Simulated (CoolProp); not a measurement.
1000 sccm (0 °C, 1 atm) of nitrogen bubbles through liquid dimethyl carbonate at 335.1 K and leaves saturated at a total pressure of 0.15 MPa (ideal gas phase). Each further row changes one setting.

Computed with CoolProp (reference Helmholtz-energy equation of state, Zhou 2011).

```csv
case,vapour pressure (kPa),mole fraction of vapour,delivery (mg/min),delivery (sccm),change of delivery for a bath 1 K warmer (%)
as stated,37.7,0.251,1350,336,5.3
bath temperature 340.1 K,45.6,0.304,1760,437,5.5
total pressure 0.3 MPa,37.7,0.126,578,144,4.5
```
